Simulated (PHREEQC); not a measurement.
Solution (20 °C): 0.0068 mol/kgw ZnCl2, 7.3e-05 mol/kgw KCl and 0.015 mol/kgw H2SO4. Closed to the air; pH follows from the charge balance.

Model: ion-association model, wateq4f.dat, run in PHREEQC.

```
Property                  Result
----------------  --------------
pH                          1.70
ionic strength    0.0449 mol/kgw
total alkalinity    -30.0 meq/kg
```

```json
[
 {"species": "H+", "molality": "0.0234", "activity": "0.0201", "log γ": "-0.066"},
 {"species": "Cl-", "molality": "0.0136", "activity": "0.0112", "log γ": "-0.086"},
 {"species": "HSO4-", "molality": "0.00660", "activity": "0.00547", "log γ": "-0.082"},
 {"species": "SO4-2", "molality": "0.00650", "activity": "0.00311", "log γ": "-0.320"},
 {"species": "Zn+2", "molality": "0.00493", "activity": "0.00245", "log γ": "-0.303"},
 {"species": "ZnSO4", "molality": "0.00170", "activity": "0.00172", "log γ": "0.004"},
 {"species": "Zn(SO4)2-2", "molality": "9.61e-5", "activity": "4.53e-5", "log γ": "-0.327"},
 {"species": "K+", "molality": "7.16e-5", "activity": "5.88e-5", "log γ": "-0.086"},
 {"species": "ZnCl+", "molality": "7.15e-5", "activity": "5.90e-5", "log γ": "-0.084"},
 {"species": "KSO4-", "molality": "1.41e-6", "activity": "1.18e-6", "log γ": "-0.078"},
 {"species": "ZnCl2", "molality": "6.69e-7", "activity": "6.76e-7", "log γ": "0.004"},
 {"species": "ZnCl3-", "molality": "9.96e-9", "activity": "8.21e-9", "log γ": "-0.084"}
]
```

Precipitation was switched off in this run. Species that the database lacks are ignored.
